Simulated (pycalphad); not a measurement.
An equivalent pycalphad script:

```python
from pycalphad import Database, equilibrium, calculate, variables as v
import numpy as np
db = Database('COST507.tdb')
comps = ['TI', 'HF', 'B', 'VA']
phases = ['B2M', 'B2TI', 'B4M3', 'B4TI3', 'BCC_A2', 'BETA_RHOMBO_B', 'BM', 'BTI', 'HCP_A3', 'LIQUID']
eq = equilibrium(db, comps, phases, {v.X('HF'): 0.0788, v.X('B'): 0.0101, v.T: np.arange(2850, 499, -75), v.P: 101325, v.N: 1}, output=['HM', 'SM'])
```

Source of the numbers: pycalphad with the COST 507 light-alloy database (1999); pressure 1 atm. The data set is of 1999 and partly superseded. Phase fractions are per mole of atoms. Diffusion is slow at the low end, where real alloys seldom reach equilibrium.

Results at three of the temperatures:

```
T = 2325.00 K, P = 101325 Pa, N = 1 mol of atoms
G = -169440 J/mol, H = 86980 J/mol, S = 110.29 J/(mol K)  (SER reference)
chemical potentials (J/mol): Ti -161580, Hf -246439, B -277681
phase             fraction      x(Ti)      x(Hf)       x(B)
LIQUID              1.0000     0.9111     0.0788     0.0101
```

```
T = 1500.00 K, P = 101325 Pa, N = 1 mol of atoms
G = -88540 J/mol, H = 39344 J/mol, S = 85.26 J/(mol K)  (SER reference)
chemical potentials (J/mol): Ti -83324, Hf -135672, B -191341
phase             fraction      x(Ti)      x(Hf)       x(B)
BCC_A2              0.9831     0.9183     0.0800     0.0017
BM                  0.0169     0.4926     0.0074     0.5000
```

```
T = 1425.00 K, P = 101325 Pa, N = 1 mol of atoms
G = -82206 J/mol, H = 36986 J/mol, S = 83.64 J/(mol K)  (SER reference)
chemical potentials (J/mol): Ti -77190, Hf -126535, B -188872
phase             fraction      x(Ti)      x(Hf)       x(B)
BCC_A2              0.9828     0.9184     0.0801     0.0015
BM                  0.0172     0.4931     0.0069     0.5000
```

Changes of the phase set, refined by bisection:

```json
[
 {"T (°C)": "1634.3", "phases above": "LIQUID", "phases below": "BCC_A2 + LIQUID"},
 {"T (°C)": "1542.6", "phases above": "BCC_A2 + LIQUID", "phases below": "BCC_A2 + BM"},
 {"T (°C)": "831.8", "phases above": "BCC_A2 + BM", "phases below": "BCC_A2 + BM + HCP_A3"},
 {"T (°C)": "823.7", "phases above": "BCC_A2 + BM + HCP_A3", "phases below": "BM + HCP_A3"}
]
```

Database names, with the compositions (at.%) that they take in these runs: BM: Ti 49 B 50 Hf 0. BCC_A2 is bcc; HCP_A3 is hcp.
